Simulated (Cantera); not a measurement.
An isothermal, constant-pressure homogeneous reactor starts with 74.6 % N2O, 25.4 % N2, at 1275 K and 1.38 atm.

Detailed kinetics in Cantera: GRI-Mech 3.0 (53 species, 325 reactions). GRI-Mech 3.0 was tuned for natural gas; its chemistry of N2O as a main component is partial and can be far from experiment. The mechanism lacks the step 2 NO + O2 → 2 NO2, which can matter for NO2 below about 1400 K. The temperature is held fixed by assumption; the heat of reaction is taken as removed at once.

x: mole fraction; the columns are a selection and need not sum to one.

```json
[
 {"t (s)": "6.00e-5", "x N2O": "0.746", "x O": "5.05e-6", "x O2": "5.43e-5", "x N2": "0.254", "x NO": "1.73e-5"},
 {"t (s)": "0.000294", "x N2O": "0.745", "x O": "5.05e-6", "x O2": "0.000283", "x N2": "0.254", "x NO": "8.99e-5"},
 {"t (s)": "0.00144", "x N2O": "0.742", "x O": "5.04e-6", "x O2": "0.00140", "x N2": "0.256", "x NO": "0.000444"},
 {"t (s)": "0.00707", "x N2O": "0.725", "x O": "4.99e-6", "x O2": "0.00676", "x N2": "0.266", "x NO": "0.00213"},
 {"t (s)": "0.0346", "x N2O": "0.649", "x O": "4.72e-6", "x O2": "0.0306", "x N2": "0.311", "x NO": "0.00944"},
 {"t (s)": "0.170", "x N2O": "0.406", "x O": "(withheld)", "x O2": "0.108", "x N2": "0.455", "x NO": "0.0311"},
 {"t (s)": "0.832", "x N2O": "0.0828", "x O": "(withheld)", "x O2": "0.216", "x N2": "0.650", "x NO": "0.0509"},
 {"t (s)": "4.08", "x N2O": "0.000435", "x O": "(withheld)", "x O2": "0.245", "x N2": "0.702", "x NO": "0.0513"},
 {"t (s)": "20.0", "x N2O": "7.49e-7", "x O": "(withheld)", "x O2": "0.245", "x N2": "0.703", "x NO": "0.0512"}
]
```

Question: Fill in the missing entries.

Answer: 
- 0.170, x O: 3.65e-6
- 0.832, x O: 1.25e-6
- 4.08, x O: 5.49e-8
- 20.0, x O: 4.71e-8
